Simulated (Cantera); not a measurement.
Input: 1 mol MgSO₄, 0.2 mol CO₂, equilibrated at 1000 Pa.

Cantera equilibrium calculation (NASA polynomials, part measured and part estimated; ideal gas, pure solids and liquids). Candidate condensed phases: C, Mg, MgCO₃, MgO, MgS, MgSO₄, S; 26 gas species. Mutual solubility and eutectic melting of coexisting phases are not modelled. The numbers say what is thermodynamically allowed, not how fast it happens.

log p: log10 of the partial pressure in bar; n: condensed amount in mol.

```
T (K)  log p CO₂  log p SO₂  log p O₂  log p SO₃  n MgSO₄(s)  n MgO(s)
-----  ---------  ---------  --------  ---------  ----------  --------
750        -2.00      -7.99     -8.30     -10.18        1.00         0
850        -2.00        [?]       [?]        [?]       1.000         0
950        -2.00        [?]       [?]        [?]       0.999       [?]
1050       -2.08      -2.98     -3.28      -4.60       0.974    0.0256
1150       -2.93      -2.24     -2.54      -3.91           0      1.00
1250       -2.93      -2.23     -2.53      -4.26           0      1.00
1350       -2.93      -2.23     -2.53      -4.55           0      1.00
1450       -2.93      -2.23     -2.53      -4.81           0      1.00
1550       -2.93      -2.23     -2.53      -5.03           0      1.00
1650       -2.93      -2.23     -2.53      -5.23           0      1.00
1750       -2.93      -2.23     -2.53      -5.40           0      1.00
1850       -2.93      -2.23     -2.53      -5.55           0     1.000
```

Task: What belongs in the gaps?

Result: 
- 850, log p SO₂: -5.92
- 850, log p O₂: -6.22
- 850, log p SO₃: -7.87
- 950, log p SO₂: -4.29
- 950, log p O₂: -4.59
- 950, log p SO₃: -6.06
- 950, n MgO(s): 0.00106
